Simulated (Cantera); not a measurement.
## Catalytic combustion on Pt

An isothermal plug-flow reactor at 650 K and 52000 Pa (inlet), inlet velocity 0.16 m/s, active area per volume 2100 1/m; feed 0.402 % CO, 4.13 % O2, 88.2 % N2, 7.26 % H2O, equivalence ratio 0.049.

Detailed kinetics in Cantera: Deutschmann's 1995 Pt surface mechanism with GRI-Mech 3.0 gas chemistry. Catalytic surfaces can have several steady states; this one follows from the mechanism file's or the stated starting coverage. Mass transfer to the wall is taken as infinitely fast.

```tsv
z (m)	x CO	x O2	x H2O	x CO2	θ free Pt	θ O*	θ OH*
0.00037	0.00183	0.0403	0.0727	0.00220	0.0110	0.983	0.00570
0.00072	0.00159	0.0401	0.0727	0.00244	0.00952	0.985	0.00530
0.0014	0.00129	0.0400	0.0727	0.00273	0.00831	0.986	0.00496
0.0027	0.000953	0.0398	0.0727	0.00307	0.00738	0.988	0.00468
0.0052	0.000595	0.0397	0.0727	0.00343	0.00667	0.989	0.00445
0.0099	0.000282	0.0395	0.0727	0.00375	0.00620	0.989	0.00429
0.019	7.76e-5	0.0394	0.0727	0.00395	0.00594	0.990	0.00420
0.037	6.88e-6	0.0394	0.0727	0.00402	0.00586	0.990	0.00418
```
x: gas mole fraction; θ: surface coverage.
